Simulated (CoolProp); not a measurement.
The numbers come from the reference Helmholtz-energy equation of state, Tillner-Roth 1997 in CoolProp.

### Question
Give the vapour pressure (MPa), enthalpy of vaporisation (kJ/kg), surface tension (mN/m) of saturated CH2F2 (R32) at 223.9, 229.3, 234.8 K.

### Answer
```tsv
T (K)	p (MPa)	enthalpy of vaporisation (kJ/kg)	surface tension (mN/m)
223.9	0.114	379	20.2
229.3	0.148	373	19.1
234.8	0.191	367	18.1
```

Surface tension comes from a separate correlation (Mulero 2012).
